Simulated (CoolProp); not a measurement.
Vapour-liquid equilibrium of cis-2-butene (1) + acetone (2) at 12.05 °C; x and y are mole fractions of (1).

The numbers come from the multi-fluid Helmholtz-energy mixture model, Lemmon 2005 and Lemmon 2006; pair parameters Bell 2016 in CoolProp.

Task: Give the bubble pressure and the first vapour's composition at x = 0.35, 0.65, 0.85. Is there an azeotrope?

Result: x = 0.35: 0.09859 MPa, y = 0.866; x = 0.65: 0.1184 MPa, y = 0.909; x = 0.85: 0.1285 MPa, y = 0.942. No azeotrope shows between x = 0.05 and 0.95.

The pair parameters rest on a limited set of measurements; away from them the model extrapolates. With so large a gap from Raoult's law the liquid may split in two, which this calculation doesn't test in full.
